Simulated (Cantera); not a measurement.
## Gas-phase reforming

A perfectly stirred reactor is fed with 28.9 % CH₄, 69.3 % H₂O, 1.79 % H₂, at 5.00 bar; it is held at 2175 K, and followed from long to short residence time.

Computed with Cantera and GRI-Mech 3.0 (53 species, 325 reactions).

| τ (s) | x CH₄ | x H₂O | x H₂ | x H | x CO₂ | x CH₃ | x CH₂O |
|---|---|---|---|---|---|---|---|
| 5.6 | 3.00e-5 | 0.242 | 0.573 | 0.00166 | 0.0138 | 1.66e-6 | 2.05e-7 |
| 2.7 | 6.20e-5 | 0.242 | 0.573 | 0.00166 | 0.0138 | 3.43e-6 | 2.16e-7 |
| 1.3 | 0.000128 | 0.242 | 0.573 | 0.00166 | 0.0138 | 7.08e-6 | 2.38e-7 |
| 0.63 | 0.000261 | 0.243 | 0.573 | 0.00165 | 0.0138 | 1.44e-5 | 2.83e-7 |
| 0.31 | 0.000517 | 0.243 | 0.572 | 0.00165 | 0.0138 | 2.85e-5 | 3.69e-7 |
| 0.15 | 0.00101 | 0.244 | 0.571 | 0.00164 | 0.0138 | 5.56e-5 | 5.37e-7 |
| 0.071 | 0.00193 | 0.246 | 0.569 | 0.00164 | 0.0139 | 0.000106 | 8.57e-7 |
| 0.034 | 0.00344 | 0.250 | 0.565 | 0.00163 | 0.0140 | 0.000190 | 1.41e-6 |
| 0.017 | 0.00560 | 0.257 | 0.558 | 0.00162 | 0.0142 | 0.000311 | 2.26e-6 |
| 0.0080 | 0.00894 | 0.271 | 0.544 | 0.00160 | 0.0145 | 0.000503 | 3.80e-6 |
| 0.0039 | 0.0132 | 0.294 | 0.525 | 0.00157 | 0.0147 | 0.000757 | 6.27e-6 |
x: mole fraction; the columns are a selection and need not sum to one.
